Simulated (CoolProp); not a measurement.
Vapour-liquid equilibrium of R143a (1) + n-butane (2) at 255.6 K; x and y are mole fractions of (1).

Values from CoolProp's multi-fluid Helmholtz-energy mixture model, Lemmon and Jacobsen 2000 and Bücker 2006; pair parameters Bell 2016.

```csv
x,bubble pressure (kPa),y at the bubble point,dew pressure at overall composition x (kPa),liquid density (mol/L)
0.05,114.1,0.566,53.06,10.72
0.15,194.6,0.756,59.25,10.87
0.25,237.1,0.808,67.05,11.02
0.35,260.5,0.832,77.17,11.18
0.45,275.2,0.847,90.85,11.36
0.55,286.8,0.860,110.3,11.56
0.65,298.2,0.875,140.0,11.78
0.75,310.5,0.895,190.3,12.04
0.85,324.2,0.925,277.8,12.33
0.95,338.2,0.969,332.9,12.67
```

No azeotrope shows between x = 0.05 and 0.95.

The pair parameters rest on a limited set of measurements; away from them the model extrapolates. With so large a gap from Raoult's law the liquid may split in two, which this calculation doesn't test in full.
